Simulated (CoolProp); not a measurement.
R141b at 298.15 K and 0.671 MPa flows at 0.24 m/s in a round tube of 12.7 mm bore and 0.25 µm roughness, fully developed (64/Re and Nu = 3.66 if laminar; Colebrook and Gnielinski if turbulent). Each further row changes one setting.

Computed with CoolProp (reference Helmholtz-energy equation of state, Lemmon 2006). It is a short technical equation, of lower accuracy than the large ones.

```
case               Reynolds number  Darcy friction factor  pressure drop (Pa/m)  heat-transfer coefficient (W/(m² K))  mass flow (kg/h)
-----------------  ---------------  ---------------------  --------------------  ------------------------------------  ----------------
as stated                     9180                 0.0316                  88.6                                   464               135
velocity 0.48 m/s            18400                 0.0265                   297                                   870               270
diameter 25.4 mm             18400                 0.0265                  37.1                                   435               541
```

Viscosity comes from a separate model (Huber 2003), an estimate that may be off by 10 % or more. Thermal conductivity comes from a separate model (Huber 2003), an estimate that may be off by 10 % or more.
